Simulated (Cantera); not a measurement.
Mixture: H2 : O2 : N2 = 1 : 0.758 : 4.17 (molar parts), at 101000 Pa, adiabatic and at constant pressure. Ignition delay is the time to a rise of 400 K.

Computed with Cantera and GRI-Mech 3.0 (53 species, 325 reactions). Where the delays flatten at high temperature, the 400 K rule measures the pace of heat release, not the induction time.

Problem. Predict: delay at 1175 K; delay at 1250 K; delay at 1325 K; delay at 1400 K; delay at 1475 K.

Solution. 
```
Item               Value
---------------  -------
delay at 1175 K  74.2 µs
delay at 1250 K  53.3 µs
delay at 1325 K  42.4 µs
delay at 1400 K  36.5 µs
delay at 1475 K  33.7 µs
```
